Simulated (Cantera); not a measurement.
A Cantera script and what it prints.

```python
import numpy as np
import cantera as ct

gas_names = """
    AL ALCL ALCL2 ALCL3 AL2 AL2CL6 CL CL2
""".split()
cond_names = """
    AL(cr) AL(L) ALCL3(s) ALCL3(L)
""".split()


# ... load() reads the species with a 1 bar reference pressure and builds the phases ...
atoms = {
    'Al': {'AL': 1},
    'Cl2': {'CL': 2},
}
top_T = {}  # K; cautious upper limits of use, not melting points


# ... equilibrate(T, P, feed) seeds the gas with the atoms and calls Mixture.equilibrate('TP', solver="vcs", rtol=1e-11, max_steps=5000) ...
results = []
T = 600  # K
P = 1000  # Pa
for m in [0.44, 0.64, 0.84, 1, 1.2, 1.4, 1.6, 1.8, 2, 2.2, 2.4, 2.6]:
    feed = {'Al': 1, 'Cl2': m}  # mol
    mix = equilibrate(T, P, feed)
    results.append((T, P, feed, dict(zip(mix.species_names, mix.species_moles))))
    x = sorted(zip(gas.X, gas.species_names), reverse=True)
    print(f"T = {T:g} K  P = {P:g} Pa  n(Cl2) = {m:g} mol  gas = {mix.phase_moles(0):.4g} mol")
    print("   x: " + "  ".join(f"{s} {v:.3e}" for v, s in x if v > 1e-05))
    print("   condensed (mol): " + ("  ".join(f"{mix.phase(i).name} {mix.phase_moles(i):.4g}"
          for i in range(1, mix.n_phases) if mix.phase_moles(i) > 1e-12) or "none"))
```

Result:

```
T = 600 K  P = 1000 Pa  n(Cl2) = 0.44 mol  gas = 0.1662 mol
   x: AL2CL6 7.646e-01  ALCL3 2.354e-01
   condensed (mol): AL(cr) 0.7067
T = 600 K  P = 1000 Pa  n(Cl2) = 0.64 mol  gas = 0.2418 mol
   x: AL2CL6 7.646e-01  ALCL3 2.354e-01
   condensed (mol): AL(cr) 0.5733
T = 600 K  P = 1000 Pa  n(Cl2) = 0.84 mol  gas = 0.3173 mol
   x: AL2CL6 7.646e-01  ALCL3 2.354e-01
   condensed (mol): AL(cr) 0.44
T = 600 K  P = 1000 Pa  n(Cl2) = 1 mol  gas = 0.3778 mol
   x: AL2CL6 7.646e-01  ALCL3 2.354e-01
   condensed (mol): AL(cr) 0.3333
T = 600 K  P = 1000 Pa  n(Cl2) = 1.2 mol  gas = 0.4534 mol
   x: AL2CL6 7.646e-01  ALCL3 2.354e-01
   condensed (mol): AL(cr) 0.2
T = 600 K  P = 1000 Pa  n(Cl2) = 1.4 mol  gas = 0.5289 mol
   x: AL2CL6 7.646e-01  ALCL3 2.354e-01
   condensed (mol): AL(cr) 0.06667
T = 600 K  P = 1000 Pa  n(Cl2) = 1.6 mol  gas = 0.6722 mol
   x: AL2CL6 6.365e-01  ALCL3 2.147e-01  CL2 1.488e-01
   condensed (mol): none
T = 600 K  P = 1000 Pa  n(Cl2) = 1.8 mol  gas = 0.8817 mol
   x: AL2CL6 4.744e-01  CL2 3.402e-01  ALCL3 1.854e-01
   condensed (mol): none
T = 600 K  P = 1000 Pa  n(Cl2) = 2 mol  gas = 1.09 mol
   x: CL2 4.587e-01  AL2CL6 3.762e-01  ALCL3 1.651e-01
   condensed (mol): none
T = 600 K  P = 1000 Pa  n(Cl2) = 2.2 mol  gas = 1.297 mol
   x: CL2 5.396e-01  AL2CL6 3.104e-01  ALCL3 1.500e-01
   condensed (mol): none
T = 600 K  P = 1000 Pa  n(Cl2) = 2.4 mol  gas = 1.504 mol
   x: CL2 5.985e-01  AL2CL6 2.634e-01  ALCL3 1.381e-01
   condensed (mol): none
T = 600 K  P = 1000 Pa  n(Cl2) = 2.6 mol  gas = 1.71 mol
   x: CL2 6.433e-01  AL2CL6 2.281e-01  ALCL3 1.286e-01
   condensed (mol): none
```

Equilibrium computed with Cantera from the NASA thermochemical tables; the gas is ideal and each condensed phase is pure.
